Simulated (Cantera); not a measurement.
# Dilute partial oxidation

A perfectly stirred reactor is fed with 1.65 % CH2O, 1.36 % O2, 97.0 % N2, equivalence ratio 1.2, at 3750 Torr; it is held at 1375 K, and followed from long to short residence time.

Cantera simulation using GRI-Mech 3.0 (53 species, 325 reactions); the numbers are that mechanism's predictions, not measurements.

| τ (s) | x CH2O | x O2 | x HCN | x CH2 | x C2H2 | x CH2CO | x N2O |
|---|---|---|---|---|---|---|---|
| 0.33 | 7.22e-7 | 2.64e-5 | 2.01e-9 | 1.77e-11 | <1e-12 | 3.46e-11 | 8.31e-9 |
| 0.12 | 1.24e-6 | 4.69e-5 | 3.74e-9 | 5.15e-11 | <1e-12 | 6.33e-11 | 1.41e-8 |
| 0.042 | 2.20e-6 | 8.90e-5 | 5.93e-9 | 1.39e-10 | 1.69e-12 | 1.11e-10 | 2.48e-8 |
| 0.015 | 4.01e-6 | 0.000176 | 7.64e-9 | 3.30e-10 | 2.58e-12 | 1.90e-10 | 4.35e-8 |
| 0.0053 | 7.71e-6 | 0.000378 | 8.04e-9 | 7.08e-10 | 3.19e-12 | 3.40e-10 | 7.71e-8 |
| 0.0019 | 1.57e-5 | 0.000837 | 7.16e-9 | 1.38e-9 | 3.17e-12 | 6.75e-10 | 1.30e-7 |
| 0.00067 | 3.53e-5 | 0.00183 | 5.88e-9 | 2.57e-9 | 3.16e-12 | 1.55e-9 | 1.91e-7 |
x: mole fraction; the columns are a selection and need not sum to one.
